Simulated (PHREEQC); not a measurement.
## Phosphoric acid bath: speciation

A solution holds 1.5 mmol/kgw NaH2PO4 and 29 mmol/kgw HF, at 20 °C. Closed to the air; pH follows from the charge balance.

The numbers come from PHREEQC with the ion-association model, wateq4f.dat.

Each row changes one thing in this solution. Precipitation was switched off in this run.

```csv
case,pH,ionic strength (mol/kgw),H2PO4- (mol/kgw),H3PO4 (mol/kgw),HPO4-2 (mol/kgw)
as made,2.41,0.00566,0.00100,0.000498,1.97e-8
temperature from 20 to 60 °C,2.55,0.00451,0.000964,0.000536,3.20e-8
HF replaced by CsF at the same molality,5.72,0.0306,0.00143,3.21e-7,7.27e-5
diluted 5-fold with water,(withheld),0.00205,0.000246,5.42e-5,1.03e-8
temperature from 20 to 30 °C,2.44,(withheld),0.000985,(withheld),2.20e-8
NaH2PO4 from 0.0015 to 0.0075 mol/kgw,2.50,0.0110,0.00537,0.00213,1.39e-7
HF left out,5.04,0.00152,0.00149,(withheld),1.12e-5
NaH2PO4 from 0.0015 to 0.00075 mol/kgw,2.40,0.00503,0.000495,0.000255,9.35e-9
0.0018 mol/kgw NaOH added,2.50,0.00666,0.00107,0.000427,2.67e-8
```

Some entries are withheld; supply them.


- diluted 5-fold with water, pH: 2.78
- temperature from 20 to 30 °C, ionic strength (mol/kgw): 0.00538
- temperature from 20 to 30 °C, H3PO4 (mol/kgw): 0.000514
- HF left out, H3PO4 (mol/kgw): 1.79e-6

H3PO4, which wateq4f.dat lacks, is added to it with the constant of phreeqc.dat. At this temperature some constants are extrapolated from 25 °C, and those without enthalpy data are left unchanged.
